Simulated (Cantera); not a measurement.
Cantera run:

```python
import numpy as np
import cantera as ct

gas_names = """
    Cr CrN CrO CrO2 CrO3 N NO NO2 NO3 N2 N2O O O2 O3
""".split()
cond_names = """
    Cr(cr) Cr(L) CrN(s) Cr2N(s) Cr2O3(s) Cr2O3(L)
""".split()


# ... load() reads the species with a 1 bar reference pressure and builds the phases ...
atoms = {
    'Cr': {'Cr': 1},
    'N2O': {'N': 2, 'O': 1},
    'N2': {'N': 2},
}
top_T = {'CrN(s)': 1900, 'Cr2N(s)': 1900}  # K; cautious upper limits of use, not melting points


# ... equilibrate(T, P, feed) seeds the gas with the atoms and calls Mixture.equilibrate('TP', solver="vcs", rtol=1e-11, max_steps=5000) ...
results = []
feed = {'Cr': 1, 'N2O': 2.5, 'N2': 0.69}  # mol
P = 340  # Pa
for T in [1475, 1575, 1675, 1775, 1875, 1975, 2075, 2175, 2275, 2375, 2475]:
    mix = equilibrate(T, P, feed)
    results.append((T, P, feed, dict(zip(mix.species_names, mix.species_moles))))

top = {s: max(r[3][s] / sum(r[3][g] for g in gas_names) for r in results) for s in gas_names}
cols = sorted((s for s in top if top[s] > 0.001), key=lambda s: -top[s])[:9]
seen = [c for c in cond_names if any(r[3].get(c, 0) > 1e-12 for r in results)]
print("log10 of partial pressures in bar; condensed amounts in mol")
print(f"{'T/K':>10s}" + "".join(f"{s[:9]:>10s}" for s in cols + seen))
for T, P, feed, n in results:
    ng = sum(n[g] for g in gas_names)
    print(f"{T:10.4g}" + "".join(f"{np.log10(max(n[s] / ng * P / 1e5, 1e-99)):10.3f}" for s in cols)
          + "".join(f"{n.get(c, 0):10.4g}" for c in seen))
```

It prints:

```
log10 of partial pressures in bar; condensed amounts in mol
       T/K        N2        O2      CrO2       CrO         O        Cr        NO  Cr2O3(s)
      1475    -2.532    -3.338    -9.707   -13.574    -7.211   -17.249    -5.511       0.5
      1575    -2.532    -3.339    -8.648   -11.924    -6.640   -15.123    -5.306       0.5
      1675    -2.532    -3.341    -7.719   -10.475    -6.137   -13.253    -5.125       0.5
      1775    -2.533    -3.343    -6.899    -9.192    -5.690   -11.596    -4.966    0.4999
      1875    -2.533    -3.347    -6.170    -8.049    -5.292   -10.117    -4.824    0.4996
      1975    -2.534    -3.354    -5.518    -7.024    -4.936    -8.787    -4.699    0.4982
      2075    -2.536    -3.367    -4.934    -6.099    -4.617    -7.583    -4.590     0.493
      2175    -2.542    -3.393    -4.409    -5.258    -4.334    -6.481    -4.500    0.4749
      2275    -2.557    -3.444    -3.940    -4.486    -4.090    -5.456    -4.437    0.4129
      2375    -2.613    -3.535    -3.523    -3.770    -3.888    -4.487    -4.422    0.1725
      2475    -2.663    -3.551    -3.522    -3.529    -3.668    -4.045    -4.374         0
```

Equilibrium computed with Cantera from the NASA thermochemical tables; the gas is ideal and each condensed phase is pure.
